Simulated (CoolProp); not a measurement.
The numbers come from the reference Helmholtz-energy equation of state, Thol 2019 in CoolProp.

Q: For n-pentane, give the phase and the Joule-Thomson coefficient (K/MPa), viscosity (µPa s), Prandtl number at 382.6 K and 160 kPa; 382.6 K and 1090 kPa.

A: 
- 382.6 K and 160 kPa: gas; Joule-Thomson coefficient 15.5, viscosity 8.59, Prandtl number 0.745
- 382.6 K and 1090 kPa: liquid; Joule-Thomson coefficient 0.0127, viscosity 77.3, Prandtl number 2.53

Viscosity comes from a separate model (Quiñones-Cisneros 2006), older than the equation that it now runs on, and unchecked against measurements. Thermal conductivity comes from a separate model (Vassiliou 2015).
